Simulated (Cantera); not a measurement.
# Reactions in the system B-Cl-N

Source: NASA polynomial tables (part measured, part estimated), evaluated in Cantera. Values are per mole of reaction as written; species without (g) are pure solids or liquids, kept so even where they would boil at 1 bar.

3 Cl2(g) + 2 BN = 2 N(g) + 2 BCl3(g)

| T (K) | ΔH° (kJ) | ΔS° (J/K) | ΔG° (kJ) | log10 K |
|---|---|---|---|---|
| 1698 | 646.5 | 202.6 | 302.4 | -9.30 |
| 1748 | 646.2 | 202.4 | 292.3 | -8.73 |
| 1798 | 645.8 | 202.2 | 282.2 | -8.20 |
| 1848 | 645.4 | 202.0 | 272.1 | -7.69 |
| 1898 | 645.0 | 201.8 | 262.0 | -7.21 |
